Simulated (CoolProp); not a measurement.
Vapour pressure (MPa) of carbon monoxide: the reference equation beside estimates from Tc = 132.9 K, pc = 3.498 MPa, ω = 0.050. Clausius-Clapeyron is anchored at 104 K with a constant enthalpy of vaporisation of 4.923 kJ/mol.

Computed with CoolProp (reference Helmholtz-energy equation of state, Lemmon 2006). It is a short technical equation, of lower accuracy than the large ones.

```csv
T (K),reference,Lee-Kesler,Clausius-Clapeyron,van der Waals,Redlich-Kwong,Soave-Redlich-Kwong,Peng-Robinson
98.7,0.4938,0.4944,0.5329,0.9434,0.4956,0.4960,0.4948
100.5,0.5648,0.5653,0.5934,1.030,0.5697,0.5679,0.5658
102.3,0.6429,0.6433,0.6582,1.121,0.6512,0.6470,0.6439
104,0.7235,0.7237,0.7235,1.212,0.7355,0.7288,0.7246
105.8,0.8165,0.8165,0.7971,1.313,0.8326,0.8233,0.8179
107.6,0.9178,0.9175,0.8753,1.419,0.9382,0.9262,0.9196
109.4,1.028,1.027,0.9582,1.531,1.053,1.038,1.030
111.2,1.147,1.146,1.046,1.647,1.176,1.159,1.150
113,1.276,1.274,1.139,1.770,1.309,1.290,1.280
114.8,1.415,1.412,1.236,1.897,1.452,1.431,1.420
116.6,1.564,1.561,1.338,2.031,1.606,1.583,1.570
118.4,1.724,1.721,1.446,2.170,1.769,1.745,1.732
120.2,1.896,1.892,1.558,2.314,1.944,1.919,1.906
122,2.080,2.076,1.676,2.465,2.129,2.105,2.091
123.7,2.266,2.262,1.791,2.612,2.314,2.291,2.278
```

Absolute difference from the reference over all 15 rows, mean and median: Lee-Kesler 0.1 and 0.1 %, Clausius-Clapeyron 10.0 and 8.8 %, van der Waals 47.2 and 43.6 %, Redlich-Kwong 2.1 and 2.4 %, Soave-Redlich-Kwong 1.0 and 1.0 %, Peng-Robinson 0.3 and 0.3 %.
